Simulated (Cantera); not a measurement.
## Equilibrium for halide evaporation, hydrolysis and transport: KCl + H₂ + N₂

Charge: 1 mol KCl, 6.5 mol H₂, 0.95 mol N₂, at 0.110 Pa.

Cantera equilibrium calculation (NASA polynomials, part measured and part estimated; ideal gas, pure solids and liquids). Candidate condensed phases: K, KCl, NH₄Cl; 17 gas species. Equilibrium is a limit: real reactors are often held back by kinetics, nucleation or transport.

From 1373 K to 2023 K nothing is condensed. The main K-bearing gas is KCl at 1373 K and K at 2023 K.

| T (K) | x H₂ | x H | x N₂ | x KCl | x K | x Cl | x HCl | x N |
|---|---|---|---|---|---|---|---|---|
| 1373 | 0.757 | 0.00276 | 0.112 | 0.107 | 0.0110 | 3.32e-5 | 0.0110 | <1e-12 |
| 1423 | 0.751 | 0.00549 | 0.111 | 0.102 | 0.0149 | 8.86e-5 | 0.0148 | 2.42e-12 |
| 1473 | 0.743 | 0.0104 | 0.111 | 0.0970 | 0.0196 | 0.000220 | 0.0194 | 9.54e-12 |
| 1523 | 0.730 | 0.0188 | 0.110 | 0.0906 | 0.0251 | 0.000509 | 0.0246 | 3.43e-11 |
| 1573 | 0.713 | 0.0327 | 0.109 | 0.0831 | 0.0314 | 0.00110 | 0.0303 | 1.13e-10 |
| 1623 | 0.687 | 0.0546 | 0.107 | 0.0745 | 0.0382 | 0.00225 | 0.0359 | 3.48e-10 |
| 1673 | 0.652 | 0.0877 | 0.105 | 0.0649 | 0.0453 | 0.00430 | 0.0410 | 9.93e-10 |
| 1723 | 0.604 | 0.135 | 0.101 | 0.0545 | 0.0523 | 0.00772 | 0.0445 | 2.65e-9 |
| 1773 | 0.542 | 0.200 | 0.0972 | 0.0437 | 0.0586 | 0.0129 | 0.0456 | 6.68e-9 |
| 1823 | 0.466 | 0.282 | 0.0919 | 0.0331 | 0.0636 | 0.0201 | 0.0435 | 1.58e-8 |
| 1873 | 0.378 | 0.379 | 0.0858 | 0.0233 | 0.0670 | 0.0289 | 0.0381 | 3.56e-8 |
| 1923 | 0.287 | 0.481 | 0.0794 | 0.0152 | 0.0683 | 0.0381 | 0.0302 | 7.63e-8 |
| 1973 | 0.202 | 0.579 | 0.0735 | 0.00930 | 0.0680 | 0.0463 | 0.0217 | 1.57e-7 |
| 2023 | 0.133 | 0.660 | 0.0686 | 0.00540 | 0.0668 | 0.0526 | 0.0142 | 3.13e-7 |
x: gas mole fraction; nothing condenses.
